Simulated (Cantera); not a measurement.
A Cantera script and what it prints.

```python
import numpy as np
import cantera as ct

gas_names = """
    H HO2 H2 H2O H2O2 O OH O2 O3 Si SiH SiH2 SiH3 SiH4 SiO SiO2 Si2 Si3
""".split()
cond_names = """
    H2O(s) H2O(L) Si(cr) Si(L) SiO2(Lqz) SiO2(hqz) SiO2(L)
""".split()


# ... load() reads the species with a 1 bar reference pressure and builds the phases ...
atoms = {
    'Si2H6': {'Si': 2, 'H': 6},
    'O3': {'O': 3},
}
top_T = {}  # K; cautious upper limits of use, not melting points


# ... equilibrate(T, P, feed) seeds the gas with the atoms and calls Mixture.equilibrate('TP', solver="vcs", rtol=1e-11, max_steps=5000) ...
results = []
feed = {'Si2H6': 1, 'O3': 0.38}  # mol
T = 500  # K
P = 91  # Pa
mix = equilibrate(T, P, feed)
results.append((T, P, feed, dict(zip(mix.species_names, mix.species_moles))))
x = sorted(zip(gas.X, gas.species_names), reverse=True)
print(f"T = {T:g} K  P = {P:g} Pa  gas = {mix.phase_moles(0):.4g} mol")
print("   x: " + "  ".join(f"{s} {v:.3e}" for v, s in x if v > 0.0001))
print("   condensed (mol): " + ("  ".join(f"{mix.phase(i).name} {mix.phase_moles(i):.4g}"
      for i in range(1, mix.n_phases) if mix.phase_moles(i) > 1e-12) or "none"))
```

Output:

```
T = 500 K  P = 91 Pa  gas = 3 mol
   x: H2 1.000e+00
   condensed (mol): Si(cr) 1.43  SiO2(Lqz) 0.57
```

Method: chemical equilibrium by Gibbs-energy minimisation in Cantera with the NASA 1993 tables (ideal gas, pure condensed phases). The feed counts by its element totals alone.
